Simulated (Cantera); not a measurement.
A Cantera script and its output.

```python
import numpy as np
import cantera as ct

gas = ct.Solution("gri30.yaml")
gas.TPX = 1300, 25000, {'N2O': 1, 'N2': 5.2}
inlet = ct.Reservoir(gas, clone=True)

reactor = ct.IdealGasConstPressureReactor(gas, energy="off", clone=False)
exhaust = ct.Reservoir(gas, clone=True)
tau = [0.47, 0.22, 0.1, 0.049, 0.023, 0.011, 0.0052, 0.0024, 0.0011, 0.00054, 0.00025][0]
for a, b in ((inlet, reactor), (reactor, exhaust)):
    ct.MassFlowController(a, b, mdot=lambda t: reactor.mass / tau)
net = ct.ReactorNet([reactor])
show = ['N2O', 'NO', 'O', 'O2', 'N2', 'NO2']

rows = []
print(f"{'tau/s':>10s}{'T/K':>9s}" + "".join(f"{s:>11s}" for s in show))
for tau in [0.47, 0.22, 0.1, 0.049, 0.023, 0.011, 0.0052, 0.0024, 0.0011, 0.00054, 0.00025]:
    net.initial_time = 0.0
    net.advance(30 * tau)
    before = gas.X
    net.advance(40 * tau)
    drift = np.max(np.abs(gas.X - before) / (gas.X + 1e-9))
    rows.append([gas.T, *gas[show].X, drift])
    print(f"{tau:10.3e}{gas.T:9.1f}" + "".join(f"{x:11.3e}" for x in gas[show].X))
```

It prints:

```
     tau/s      T/K        N2O         NO          O         O2         N2        NO2
 4.700e-01   1300.0  1.125e-01  6.545e-03  7.210e-06  1.929e-02  8.617e-01  1.474e-05
 2.200e-01   1300.0  1.338e-01  3.729e-03  7.376e-06  1.084e-02  8.516e-01  8.129e-06
 1.000e-01   1300.0  1.474e-01  1.889e-03  7.459e-06  5.452e-03  8.452e-01  3.850e-06
 4.900e-02   1300.0  1.542e-01  9.719e-04  7.488e-06  2.796e-03  8.420e-01  1.764e-06
 2.300e-02   1300.0  1.579e-01  4.673e-04  7.488e-06  1.342e-03  8.403e-01  6.825e-07
 1.100e-02   1300.0  1.596e-01  2.252e-04  7.459e-06  6.462e-04  8.395e-01  2.342e-07
 5.200e-03   1300.0  1.605e-01  1.060e-04  7.383e-06  3.039e-04  8.391e-01  6.784e-08
 2.400e-03   1300.0  1.609e-01  4.794e-05  7.215e-06  1.374e-04  8.389e-01  1.632e-08
 1.100e-03   1300.0  1.611e-01  2.095e-05  6.869e-06  6.004e-05  8.388e-01  3.395e-09
 5.400e-04   1300.0  1.612e-01  9.425e-06  6.291e-06  2.701e-05  8.387e-01  7.142e-10
 2.500e-04   1300.0  1.613e-01  3.662e-06  5.278e-06  1.049e-05  8.387e-01  1.100e-10
```

Detailed kinetics in Cantera: GRI-Mech 3.0 (53 species, 325 reactions). GRI-Mech 3.0 was tuned for natural gas; its chemistry of N2O as a main component is partial and can be far from experiment. The mechanism lacks the step 2 NO + O2 → 2 NO2, which can matter for NO2 below about 1400 K. The temperature is held fixed by assumption; the heat of reaction is taken as removed at once.
